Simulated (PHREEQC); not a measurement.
A solution holds 0.022 mol/kgw CuSO4, 0.022 mol/kgw HNO3 and 0.0013 mol/kgw NaCl, at 25 °C. Closed to the air; pH follows from the charge balance.

Equilibrium calculation in PHREEQC: ion-association model, wateq4f.dat.

Q: The ionic strength comes out as 0.0756 mol/kgw. What activity coefficients do CuCl+, SO4-2, H+, Na+, Cl- get?

A: CuCl+ 0.79, SO4-2 0.41, H+ 0.84, Na+ 0.80, Cl- 0.79.

Precipitation was switched off in this run. Complexes and solids missing from the database can't appear.
